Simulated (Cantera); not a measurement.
Cantera run, input and output.

```python
import numpy as np
import cantera as ct

gas = ct.Solution("h2o2.yaml")


def delay(T, t_max=10):
    gas.TPX = T, 101325, {'H2': 1, 'O2': 0.641, 'N2': 3.08}
    reactor = ct.IdealGasReactor(gas, clone=False)
    net = ct.ReactorNet([reactor])
    net.rtol, net.atol = 1e-8, 1e-16
    while net.time < t_max:
        t_old, T_old = net.time, reactor.T
        net.step()
        if reactor.T > T + 400:  # ignition: a rise of 400 K
            return t_old + (T + 400 - T_old) / (reactor.T - T_old) * (net.time - t_old)
    return np.nan


taus = []
for T in [1023, 1073, 1123, 1173, 1223, 1273, 1323, 1373, 1423, 1473]:
    taus.append(delay(T))
    print(f"T0 = {T:6g} K   tau = {taus[-1]:.4e} s")

# d ln(tau) / d ln(k), from doubling and halving each rate constant
T, sens = 1173, []
for i in range(gas.n_reactions):
    gas.set_multiplier(2.0, i)
    up = delay(T)
    gas.set_multiplier(0.5, i)
    down = delay(T)
    gas.set_multiplier(1.0, i)
    sens.append((np.log(up / down) / np.log(4.0), gas.reaction(i).equation))
sens.sort(key=lambda x: -abs(x[0]))
print(f"sensitivities at {T} K")
for s, eq in sens[:10]:
    print(f"{s:8.3f}  {eq}")
```

Result:

```
T0 =   1023 K   tau = 2.2620e-04 s
T0 =   1073 K   tau = 1.2650e-04 s
T0 =   1123 K   tau = 8.4315e-05 s
T0 =   1173 K   tau = 6.1273e-05 s
T0 =   1223 K   tau = 4.7057e-05 s
T0 =   1273 K   tau = 3.7665e-05 s
T0 =   1323 K   tau = 3.1205e-05 s
T0 =   1373 K   tau = 2.6660e-05 s
T0 =   1423 K   tau = 2.3433e-05 s
T0 =   1473 K   tau = 2.1150e-05 s
sensitivities at 1173 K
  -0.770  H + O2 <=> O + OH
  -0.175  H2 + O <=> H + OH
  -0.072  H2 + OH <=> H + H2O
   0.063  H + O2 + N2 <=> HO2 + N2
  -0.046  H + HO2 <=> H2 + O2
   0.032  H + O2 + M <=> HO2 + M
  -0.019  H + HO2 <=> 2 OH
  -0.017  H + O2 + H2O <=> HO2 + H2O
   0.011  H + O2 + O2 <=> HO2 + O2
  -0.004  H + OH + M <=> H2O + M
```

Cantera simulation using the H2/O2 subset of GRI-Mech 3.0, which has no nitrogen chemistry; the numbers are that mechanism's predictions, not measurements. Where the delays flatten at high temperature, the 400 K rule measures the pace of heat release, not the induction time.
